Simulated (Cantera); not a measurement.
A closed system holds: 1 mol Fe3O4, 87 mol H2, 6.1 mol H2O, equilibrated at 0.300 Torr.

Cantera equilibrium calculation (NASA polynomials, part measured and part estimated; ideal gas, pure solids and liquids). Candidate condensed phases: Fe, FeO, Fe(OH)2, Fe(OH)3, Fe2O3, Fe3O4, H2O; 12 gas species. Rates play no part.

x: gas mole fraction; n: condensed amount in mol.

| T (K) | x H2 | x H2O | x H | x Fe | n Fe(α) | n Fe(γ) |
|---|---|---|---|---|---|---|
| 1048 | 0.892 | 0.108 | 3.65e-7 | 3.51e-10 | 3.00 | 0 |
| 1148 | 0.892 | 0.108 | 3.38e-6 | 2.00e-8 | 3.00 | 0 |
| 1248 | 0.891 | 0.108 | … | … | 0 | 3.00 |
| 1348 | 0.891 | 0.108 | … | … | 0 | 3.00 |
| 1448 | 0.891 | 0.108 | 0.000435 | 0.000119 | 0 | 2.99 |
| 1548 | 0.889 | 0.108 | 0.00145 | 0.00101 | 0 | 2.91 |
| 1648 | 0.882 | 0.108 | 0.00418 | 0.00652 | 0 | 2.39 |
| 1748 | 0.854 | 0.104 | 0.0106 | 0.0310 | 0 | 0 |
| 1848 | 0.841 | 0.104 | 0.0243 | 0.0308 | 0 | 0 |
| 1948 | 0.816 | 0.102 | 0.0510 | 0.0303 | 0 | 0 |
| 2048 | 0.772 | 0.0983 | 0.0984 | 0.0296 | 0 | 0 |

### Question
Fill in the missing entries.

### Answer

- 1348, x H: 0.000109
- 1348, x Fe: 1.02e-5
- 1248, x H: 2.20e-5
- 1248, x Fe: 5.83e-7
